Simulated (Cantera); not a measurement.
An adiabatic, constant-pressure homogeneous reactor starts with 5.56 % C₃H₈, 19.9 % O₂, 74.6 % N₂, equivalence ratio 1.4, at 1398 K and 27000 Pa.

Model: GRI-Mech 3.0 (53 species, 325 reactions), integrated in Cantera. GRI-Mech 3.0 was tuned for natural gas; its chemistry of propane as a main component is partial and can be far from experiment.

Question: Predict: time of steepest temperature rise; temperature at 2.00 s; equilibrium temperature; x(O₂) at 2.00 s; x(H) at 2.00 s; x(HCN) at 2.00 s; x(H₂O₂) at 2.00 s.

Answer: 
```json
{
  "time_of_steepest_temperature_rise": "0.546 ms",
  "temperature at 2.00 s": "2645 K",
  "equilibrium_temperature": "2645 K",
  "x(O₂) at 2.00 s": "0.00378 (gas-phase equilibrium 0.00378)",
  "x(H) at 2.00 s": "0.0193 (gas-phase equilibrium 0.0193)",
  "x(HCN) at 2.00 s": "3.57e-9 (gas-phase equilibrium 3.57e-9)",
  "x(H₂O₂) at 2.00 s": "3.89e-8 (gas-phase equilibrium 3.89e-8)"
}
```
